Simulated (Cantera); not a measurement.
An adiabatic, constant-volume homogeneous reactor starts with CH₃OH : O₂ : N₂ = 2.4 : 1.53 : 4.74 (molar parts), equivalence ratio 2.4, at 1725 K and 0.960 bar.

Cantera simulation using GRI-Mech 3.0 (53 species, 325 reactions); the numbers are that mechanism's predictions, not measurements. GRI-Mech 3.0 was tuned for natural gas; its chemistry of methanol as a main component is partial and can be far from experiment.

Question: Predict: time of steepest temperature rise; temperature at 2.00 s; equilibrium temperature; x(O₂) at 2.00 s; x(HCO) at 2.00 s; x(H₂) at 2.00 s; x(N₂O) at 2.00 s; x(HCN) at 2.00 s.

Answer: 
```json
{
 "time_of_steepest_temperature_rise": "24.3 µs",
 "temperature at 2.00 s": "2878 K",
 "equilibrium_temperature": "2878 K",
 "x(O₂) at 2.00 s": "0.000590 (gas-phase equilibrium 0.000590)",
 "x(HCO) at 2.00 s": "9.62e-7 (gas-phase equilibrium 9.62e-7)",
 "x(H₂) at 2.00 s": "0.166 (gas-phase equilibrium 0.166)",
 "x(N₂O) at 2.00 s": "9.03e-8 (gas-phase equilibrium 9.03e-8)",
 "x(HCN) at 2.00 s": "1.59e-7 (gas-phase equilibrium 1.59e-7)"
}
```
